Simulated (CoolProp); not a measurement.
A Linde-Hampson liquefier for ethane: isothermal reversible compression at 320 K from 1 atm to 40 MPa, throttling to 1 atm, return gas leaving the recuperator 0 K below the feed. Each further row changes one setting.

Values from CoolProp's reference Helmholtz-energy equation of state, Bücker 2006.

| case | liquid yield per pass | compression work (kJ/kg of gas) |
|---|---|---|
| as stated | 0.461 | 414 |
| high pressure 80 MPa | 0.410 | 499 |
| warm-end temperature 350 K | 0.392 | 482 |
| warm-end gap 5 K | 0.454 | 414 |
